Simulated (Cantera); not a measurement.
An isothermal, constant-pressure homogeneous reactor starts with 68.5 % CH₄, 27.4 % CO₂, 4.11 % H₂, at 1500 K and 2000000 Pa.

Computed with Cantera and GRI-Mech 3.0 (53 species, 325 reactions). GRI-Mech 3.0 stops at C3 and has no aromatics, soot or wall deposition, so with more carbon than oxygen in the feed, carbon stays in small species such as C2H2 where larger ones or solid carbon would form. The pressure lies above the range GRI-Mech 3.0 was tuned for (to about 10 atm).

x: mole fraction; the columns are a selection and need not sum to one.

```tsv
t (s)	x CH₄	x CO₂	x H₂	x C₂H₆	x CH₂
3.00e-5	0.685	0.274	0.0412	4.67e-5	1.36e-10
0.000103	0.684	0.274	0.0414	(withheld)	1.55e-10
0.000353	0.683	0.274	0.0421	0.000705	2.08e-10
0.00121	0.678	0.273	0.0452	0.00167	3.12e-10
0.00416	0.657	0.270	(withheld)	(withheld)	3.49e-10
0.0143	0.592	0.255	0.107	0.00159	3.21e-10
0.0490	0.457	0.205	0.184	0.00165	4.22e-10
0.168	0.342	0.0972	0.188	0.00189	7.35e-10
0.577	0.317	0.0556	0.190	0.00180	7.37e-10
1.98	0.321	0.0450	0.219	0.00160	5.17e-10
6.79	0.311	0.0275	0.272	0.00120	3.31e-10
23.3	0.279	0.0113	0.337	0.000785	2.21e-10
80.0	0.249	0.00215	0.386	0.000545	1.68e-10
```

What belongs in the gaps?


- 0.000103, x C₂H₆: 0.000211
- 0.00416, x H₂: 0.0596
- 0.00416, x C₂H₆: 0.00198
